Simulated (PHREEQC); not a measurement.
0.087 g of hydrous ferric oxide (600 m²/g; 0.2 weak and 0.005 strong sites per Fe, Dzombak-Morel constants, diffuse double layer) in 1 kg of water with 0.005 mol/kgw of an inert sodium salt, at 25 °C; the pH is set by adding NaOH or the inert anion's acid. Oxygen is held at 0.21 atm. No CO2 enters from the air. Nothing may precipitate in this run.

Base run: PHREEQC, ion-association model, wateq4f.dat. Each further column changes one thing. The table gives surface charge σ (C/m²).

```
pH      base  background salt from 0.005 to 0.0005 mol/kgw  oxide from 0.087 to 0.43 g/kgw
----  ------  --------------------------------------------  ------------------------------
3      0.303                                         0.239                           0.305
4.33   0.147                                         0.072                           0.149
5.67   0.051                                         0.019                           0.051
7      0.013                                         0.004                           0.013
8.33  -0.002                                        -0.001                          -0.002
9.67  -0.021                                        -0.008                          -0.021
11    -0.081                                        -0.049                          -0.081
```

The oxide is taken as insoluble; below pH 4 it would dissolve.
